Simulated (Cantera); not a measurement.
Feed: 1 mol C2F6, 0.41 mol F2, 5.1 mol H2, equilibrated at 2625 K and 4.60 mbar.

Method: chemical equilibrium by Gibbs-energy minimisation in Cantera with the NASA 1993 tables (ideal gas, pure condensed phases). Candidate condensed phases: C, C6H6, C7H8, C8H18; 95 gas species. The feed counts by its element totals alone. Equilibrium is a limit: real reactors are often held back by kinetics, nucleation or transport.

Base state: HF 0.720, H 0.185, H2 0.0875, F 0.00434, C2H2 (acetylene) 0.00156, C3 0.000687, C2H 0.000305, CF 0.000204 (mole fractions); condensed: C(graphite).

Problem. What changes in the equilibrium state with this change: temperature from 2625 K to 1898 K?

Solution. 
```json
[
 {"species": "HF", "before": "0.720", "after": "0.799"},
 {"species": "H2", "before": "0.0875", "after": "0.195"},
 {"species": "H", "before": "0.185", "after": "0.00510"},
 {"species": "C3", "before": "0.000687", "after": "<1e-9"},
 {"species": "C", "before": "0.000186", "after": "<1e-9"},
 {"species": "C2", "before": "6.48e-5", "after": "<1e-9"},
 {"species": "CF", "before": "0.000204", "after": "1.51e-8"},
 {"species": "C(graphite), mol", "before": "1.94", "after": "2.00"}
]
```

Problem. What changes in the equilibrium state with this change: C2F6 replaced by CCl4?

Solution. 
| species | before | after |
|---|---|---|
| H | 0.185 | 0.292 |
| H2 | 0.0875 | 0.218 |
| HCl | 0 | 0.208 |
| HF | 0.720 | 0.0821 |
| Cl | 0 | 0.195 |
| C2HCl | 0 | 5.15e-5 |
| CF | 0.000204 | 1.48e-5 |
| F | 0.00434 | 0.000314 |
| C2H2 (acetylene) | 0.00156 | 0.00389 |
| C(graphite), mol | 1.94 | 0.887 |
